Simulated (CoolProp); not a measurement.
A Linde-Hampson liquefier for normal hydrogen: isothermal reversible compression at 290 K from 1 atm to 15 MPa, throttling to 1 atm, return gas leaving the recuperator 5 K below the feed. Each further row changes one setting.

The numbers come from the reference Helmholtz-energy equation of state, Leachman 2009 in CoolProp.

| case | compression work (kJ/kg of gas) |
|---|---|
| as stated | 6090 |
| high pressure 30 MPa | 7030 |
| warm-end temperature 320 K | 6710 |
| warm-end gap 10 K | 6090 |
